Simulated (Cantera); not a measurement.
**Gas-phase reforming**

An isothermal, constant-pressure homogeneous reactor starts with 20.4 % CH₄, 79.6 % CO₂, at 1298 K and 9.87 atm.

Model: GRI-Mech 3.0 (53 species, 325 reactions), integrated in Cantera.

```json
[
 {"t (s)": "3.00e-5", "x CH₄": "0.204", "x CO₂": "0.796", "x H": "1.44e-10", "x CH₃": "1.82e-7", "x O₂": "<1e-12", "x CH₂": "<1e-12", "x HO₂": "<1e-12"},
 {"t (s)": "9.03e-5", "x CH₄": "0.204", "x CO₂": "0.796", "x H": "1.44e-10", "x CH₃": "5.36e-7", "x O₂": "<1e-12", "x CH₂": "<1e-12", "x HO₂": "<1e-12"},
 {"t (s)": "0.000272", "x CH₄": "0.204", "x CO₂": "0.796", "x H": "1.48e-10", "x CH₃": "1.37e-6", "x O₂": "<1e-12", "x CH₂": "<1e-12", "x HO₂": "<1e-12"},
 {"t (s)": "0.000818", "x CH₄": "0.204", "x CO₂": "0.796", "x H": "1.53e-10", "x CH₃": "2.01e-6", "x O₂": "<1e-12", "x CH₂": "<1e-12", "x HO₂": "<1e-12"},
 {"t (s)": "0.00246", "x CH₄": "0.204", "x CO₂": "0.796", "x H": "1.58e-10", "x CH₃": "2.08e-6", "x O₂": "<1e-12", "x CH₂": "<1e-12", "x HO₂": "<1e-12"},
 {"t (s)": "0.00742", "x CH₄": "0.204", "x CO₂": "0.796", "x H": "1.72e-10", "x CH₃": "2.19e-6", "x O₂": "<1e-12", "x CH₂": "<1e-12", "x HO₂": "<1e-12"},
 {"t (s)": "0.0223", "x CH₄": "0.204", "x CO₂": "0.796", "x H": "2.21e-10", "x CH₃": "2.49e-6", "x O₂": "<1e-12", "x CH₂": "<1e-12", "x HO₂": "<1e-12"},
 {"t (s)": "0.0672", "x CH₄": "0.204", "x CO₂": "0.796", "x H": "4.21e-10", "x CH₃": "3.08e-6", "x O₂": "<1e-12", "x CH₂": "<1e-12", "x HO₂": "<1e-12"},
 {"t (s)": "0.202", "x CH₄": "0.203", "x CO₂": "0.796", "x H": "1.23e-9", "x CH₃": "3.66e-6", "x O₂": "<1e-12", "x CH₂": "1.10e-12", "x HO₂": "<1e-12"},
 {"t (s)": "0.609", "x CH₄": "0.200", "x CO₂": "0.794", "x H": "3.69e-9", "x CH₃": "3.64e-6", "x O₂": "<1e-12", "x CH₂": "1.13e-12", "x HO₂": "<1e-12"},
 {"t (s)": "1.83", "x CH₄": "0.191", "x CO₂": "0.784", "x H": "8.89e-9", "x CH₃": "3.36e-6", "x O₂": "<1e-12", "x CH₂": "1.26e-12", "x HO₂": "<1e-12"},
 {"t (s)": "5.52", "x CH₄": "0.168", "x CO₂": "0.750", "x H": "1.39e-8", "x CH₃": "3.12e-6", "x O₂": "<1e-12", "x CH₂": "3.06e-12", "x HO₂": "<1e-12"},
 {"t (s)": "16.6", "x CH₄": "0.116", "x CO₂": "0.658", "x H": "1.93e-8", "x CH₃": "2.85e-6", "x O₂": "<1e-12", "x CH₂": "1.44e-11", "x HO₂": "<1e-12"},
 {"t (s)": "50.0", "x CH₄": "0.0690", "x CO₂": "0.555", "x H": "5.20e-8", "x CH₃": "2.89e-6", "x O₂": "<1e-12", "x CH₂": "2.33e-11", "x HO₂": "<1e-12"}
]
```
x: mole fraction; the columns are a selection and need not sum to one.

Equilibrium at this temperature and pressure: CH₄ 5.74e-5, CO₂ 0.270, H 1.27e-7, CH₃ 1.03e-9, O₂ <1e-12, CH₂ <1e-12, HO₂ <1e-12 (gas phase only).
